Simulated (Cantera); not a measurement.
# toluene + CO2 + H2 (carbon deposition, reforming and gasification)

Charge: 1 mol toluene, 0.34 mol CO2, 6.9 mol H2, at 625 K.

Equilibrium computed with Cantera from the NASA thermochemical tables; the gas is ideal and each condensed phase is pure. Candidate condensed phases: C, C6H6, C7H8, C8H18, H2O; 110 gas species. The ideal-gas law is rough above about 30 bar. The numbers say what is thermodynamically allowed, not how fast it happens.

```
P (Pa)    log p H2  log p CH4  log p H2O  log p CO  log p CO2  log p C2H6  log p C3H8  log p HCOOH  n C(graphite)
--------  --------  ---------  ---------  --------  ---------  ----------  ----------  -----------  -------------
10           -4.02      -6.36      -5.78     -5.60      -6.03      -14.69        <-16         <-16           6.90
46           -3.37      -5.06      -4.81     -5.28      -5.40      -12.73        <-15       -15.19           6.91
220          -2.72      -3.76      -3.94     -5.05      -4.95      -10.79        <-14       -14.10           6.45
1000         -2.16      -2.63      -3.16     -4.84      -4.53       -9.10        <-14       -13.11           5.24
4600         -1.68      -1.68      -2.41     -4.56      -3.97       -7.66      -12.73       -12.07           3.89
22000        -1.26      -0.84      -1.66     -4.24      -3.33       -6.41      -11.06       -11.01           3.02
100000       -0.90      -0.12      -0.98     -3.92      -2.68       -5.32       -9.61       -10.00           2.59
460000       -0.55       0.58      -0.30     -3.59      -2.01       -4.28       -8.21        -8.99           2.39
2200000      -0.20       1.28       0.39     -3.25      -1.34       -3.23       -6.82        -7.96           2.29
10000000      0.13       1.94       1.05     -2.92      -0.68       -2.24       -5.49        -6.97           2.24
```
log p: log10 of the partial pressure in bar; n: condensed amount in mol.

From 10.0 Pa to 100 bar the condensed part is C(graphite). The main C-bearing gas is CO at 10.0 Pa and CH4 at 100 bar. The share of C in condensed phases is highest at 46.0 Pa (94.2 %) and lowest at 100 bar (30.6 %).
